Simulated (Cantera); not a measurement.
A closed system holds: 1 mol Si, 3.1 mol F2, 0.2 mol H2, at 0.410 bar.

Cantera equilibrium calculation (NASA polynomials, part measured and part estimated; ideal gas, pure solids and liquids). Candidate condensed phases: Si; 25 gas species. Kinetics and transport are ignored.

Q: At 1052 °C, list the 4 most abundant gas species with their mole fractions, and the condensed phases.

A: F 0.463, SiF4 0.334, HF 0.134, F2 0.0691. Condensed: gas only.
